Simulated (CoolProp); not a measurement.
Model: reference Helmholtz-energy equation of state, Lemmon 2006, in CoolProp. It is a short technical equation, of lower accuracy than the large ones.

**Question.** For acetone, give the phase and the density (kg/m³), cv (kJ/(kg K)), Joule-Thomson coefficient (K/MPa), isothermal compressibility (1/MPa) at 199 K and 23.6 MPa.

**Answer.** 
- 199 K and 23.6 MPa: liquid; density 902, cv 1.45, Joule-Thomson coefficient -0.433, isothermal compressibility 0.000498
